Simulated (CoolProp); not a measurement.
Nitrous oxide along the isotherm 12.55 °C: Z from the reference equation and from simpler models built on Tc = 36.4 °C, pc = 7.245 MPa, ω = 0.161; each cubic takes its own stable root.

The numbers come from the reference Helmholtz-energy equation of state, Lemmon 2006 in CoolProp. It is a short technical equation, of lower accuracy than the large ones.

```
p (MPa)   phase  reference
-------  ------  ---------
3.12        gas     0.7671
6.25     liquid     0.1347
9.38     liquid     0.1958
12.5     liquid     0.2547
15.6     liquid     0.3117
18.8     liquid     0.3692
21.9     liquid     0.4239
25       liquid     0.4777
28.1     liquid     0.5307
31.2     liquid     0.5830
34.4     liquid     0.6363
37.5     liquid     0.6873
40.6     liquid     0.7379
43.8     liquid     0.7896
46.9     liquid     0.8392
50       liquid     0.8883
```

Task: How far does each simpler model (van der Waals, Soave-Redlich-Kwong, Peng-Robinson) lie from the reference over these 16 states: mean and median of the absolute difference, and the worst?

Result: 
- van der Waals: mean 41.5 %, median 41.8 %, worst +57.5 % at 12.55 °C and 6.25 MPa
- Soave-Redlich-Kwong: mean 7.7 %, median 7.0 %, worst +14.9 % at 12.55 °C and 6.25 MPa
- Peng-Robinson: mean 3.6 %, median 4.0 %, worst -5.7 % at 12.55 °C and 50 MPa
